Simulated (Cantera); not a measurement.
# Gas-phase reforming

An isothermal, constant-pressure homogeneous reactor starts with CH₄ : H₂O = 1 : 0.66 (molar parts), at 1223 K and 760 Torr.

Cantera simulation using GRI-Mech 3.0 (53 species, 325 reactions); the numbers are that mechanism's predictions, not measurements. GRI-Mech 3.0 stops at C3 and has no aromatics, soot or wall deposition, so with more carbon than oxygen in the feed, carbon stays in small species such as C2H2 where larger ones or solid carbon would form.

```tsv
t (s)	x CH₄	x H₂O	x CH₂O	x CH₂	x HCO
8.00e-5	0.602	0.398	<1e-12	<1e-12	<1e-12
0.000248	0.602	0.398	<1e-12	<1e-12	<1e-12
0.000772	0.602	0.398	<1e-12	<1e-12	<1e-12
0.00240	0.602	0.398	1.25e-11	<1e-12	<1e-12
0.00744	0.602	0.398	1.40e-10	<1e-12	<1e-12
0.0231	0.602	0.398	6.49e-10	<1e-12	<1e-12
0.0718	0.602	0.398	2.41e-9	<1e-12	<1e-12
0.223	0.602	0.398	9.39e-9	<1e-12	<1e-12
0.692	0.602	0.398	3.83e-8	<1e-12	<1e-12
2.15	0.600	0.397	9.80e-8	<1e-12	<1e-12
6.68	0.595	0.396	1.11e-7	1.00e-12	<1e-12
20.7	0.578	0.392	1.11e-7	1.90e-12	<1e-12
64.4	0.532	0.382	1.02e-7	3.40e-12	<1e-12
200	0.439	0.362	8.34e-8	5.41e-12	1.05e-12
```
x: mole fraction; the columns are a selection and need not sum to one.

Equilibrium at this temperature and pressure: CH₄ 0.114, H₂O 0.000153, CH₂O 7.21e-8, CH₂ <1e-12, HCO 3.41e-10 (gas phase only).
